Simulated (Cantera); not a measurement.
An adiabatic, constant-volume homogeneous reactor starts with CO : H₂ : CH₄ : O₂ : N₂ = 1 : 0.079 : 0.039 : 0.846 : 3.18 (molar parts), at 1550 K and 0.987 atm.

Cantera simulation using GRI-Mech 3.0 (53 species, 325 reactions); the numbers are that mechanism's predictions, not measurements.

Predict: time of steepest temperature rise; temperature at 0.100 s; equilibrium temperature; x(CO) at 0.100 s; x(H₂) at 0.100 s; x(CO₂) at 0.100 s; x(OH) at 0.100 s.


* **time of steepest temperature rise**: 35.7 µs
* **temperature at 0.100 s**: 2816 K
* **equilibrium temperature**: 2816 K
* **x(CO) at 0.100 s**: 0.0705 (gas-phase equilibrium 0.0705)
* **x(H₂) at 0.100 s**: 0.00166 (gas-phase equilibrium 0.00166)
* **x(CO₂) at 0.100 s**: 0.145 (gas-phase equilibrium 0.145)
* **x(OH) at 0.100 s**: 0.0112 (gas-phase equilibrium 0.0112)
